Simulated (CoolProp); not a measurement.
Values from CoolProp's reference Helmholtz-energy equation of state, Lemmon 2006. It is a short technical equation, of lower accuracy than the large ones.

Task: For carbon monoxide, give the phase and the density (kg/m³), cv (kJ/(kg K)), expansivity (1/kK), fugacity coefficient at -124.85 °C and 120 bar.

Result: 
- -124.85 °C and 120 bar: supercritical; density 506, cv 0.913, expansivity 12.3, fugacity coefficient 0.426
